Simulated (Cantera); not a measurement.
Charge: 1 mol NH₃, 0.14 mol SO₂, held at 725 °C and 10.0 mbar.

These are equilibrium values from Cantera (NASA tables, ideal gas, pure condensed phases), not measurements of a reactor. The numbers say what is thermodynamically allowed, not how fast it happens.

```csv
species,before,after
H₂,0.540,0.606
N₂,0.250,0.250
H₂O,0.140,0.0960
H₂S,0.0698,0.0479
S₂,8.67e-5,3.25e-5
```
Gas species are given as mole fractions.

Question: Name the change that produced these shifts.
A. temperature from 725 °C to 2975 °C
B. SO₂ from 0.14 to 0.49 mol
C. SO₂ from 0.14 to 0.096 mol
D. SO₂ from 0.14 to 0.034 mol

Answer: C, SO₂ from 0.14 to 0.096 mol
